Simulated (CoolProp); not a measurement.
A simple Rankine cycle with R1336mzz(E): condensing at 327.15 K, boiler at 1.45 MPa, turbine inlet 386.5 K, turbine efficiency 0.9, pump efficiency 0.7, no recuperator. Each further row changes one setting.

The numbers come from the reference Helmholtz-energy equation of state, Akasaka 2023 in CoolProp.

```csv
case,thermal efficiency (%),net work (kJ/kg),heat in (kJ/kg),turbine exit temperature (K),volume ratio over the turbine
as stated,8.4,14.1,167,354.6,3.36
turbine inlet 406.5 K,8.3,15.7,188,376.0,3.21
condensing temperature 319.15 K,?,?,177,?,4.27
boiler pressure 1.01 MPa,6.0,?,?,367.0,?
turbine efficiency 0.8,7.4,12.4,167,356.4,?
```

Complete the blanks.


- condensing temperature 319.15 K, thermal efficiency (%): 9.8
- condensing temperature 319.15 K, net work (kJ/kg): 17.3
- condensing temperature 319.15 K, turbine exit temperature (K): 349.2
- boiler pressure 1.01 MPa, net work (kJ/kg): 10.4
- boiler pressure 1.01 MPa, heat in (kJ/kg): 174
- boiler pressure 1.01 MPa, volume ratio over the turbine: 2.18
- turbine efficiency 0.8, volume ratio over the turbine: 3.38
